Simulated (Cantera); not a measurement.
An adiabatic, constant-volume homogeneous reactor starts with 8.77 % C₃H₈, 17.5 % O₂, 73.7 % N₂, at 1275 K and 2030 Torr.

Detailed kinetics in Cantera: GRI-Mech 3.0 (53 species, 325 reactions). GRI-Mech 3.0 was tuned for natural gas; its chemistry of propane as a main component is partial and can be far from experiment.

**Question.** Predict: time of steepest temperature rise; temperature at 1.00 s; equilibrium temperature; x(O₂) at 1.00 s; x(OH) at 1.00 s.

**Answer.** 
| Property | Result |
|---|---|
| time of steepest temperature rise | 0.956 ms |
| temperature at 1.00 s | 2425 K |
| equilibrium temperature | 2425 K |
| x(O₂) at 1.00 s | 1.88e-7 (gas-phase equilibrium 1.88e-7) |
| x(OH) at 1.00 s | 0.000161 (gas-phase equilibrium 0.000161) |
